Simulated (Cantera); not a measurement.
Feed: 1 mol Ta, 0.024 mol H2O, at 18.0 Pa.

Cantera equilibrium calculation (NASA polynomials, part measured and part estimated; ideal gas, pure solids and liquids). Candidate condensed phases: H2O, Ta, Ta2O5; 12 gas species. Mutual solubility and eutectic melting of coexisting phases are not modelled. Condensed phases not in the tables: N, O or C dissolved in the metal. Kinetics and transport are ignored.

log p: log10 of the partial pressure in bar; n: condensed amount in mol.

| T (K) | log p H2 | log p H | log p TaO | log p TaO2 | log p O | n Ta(s) | n Ta2O5(l) |
|---|---|---|---|---|---|---|---|
| 2073 | -3.84 | -4.50 | -6.17 | -5.46 | [?] | 0.990 | 0.00456 |
| 2173 | -3.95 | -4.29 | -5.54 | -4.85 | [?] | 0.990 | 0.00369 |
| 2273 | -4.21 | -4.18 | -5.00 | -4.37 | [?] | 0.987 | 0 |
| 2373 | -4.39 | -4.05 | -4.77 | -4.47 | [?] | 0.986 | 0 |
| 2473 | -4.64 | -3.97 | -4.58 | -4.61 | [?] | 0.984 | 0 |
| 2573 | -4.94 | -3.94 | -4.44 | -4.79 | [?] | 0.982 | 0 |
| 2673 | -5.27 | -3.92 | -4.34 | -5.02 | [?] | 0.980 | 0 |
| 2773 | -5.59 | -3.92 | -4.28 | -5.31 | [?] | 0.978 | 0 |
| 2873 | -5.89 | -3.92 | -4.25 | -5.62 | [?] | 0.977 | 0 |

What belongs in the gaps?


- 2073, log p O: -8.86
- 2173, log p O: -8.13
- 2273, log p O: -7.51
- 2373, log p O: -7.20
- 2473, log p O: -6.95
- 2573, log p O: -6.73
- 2673, log p O: -6.57
- 2773, log p O: -6.45
- 2873, log p O: -6.37
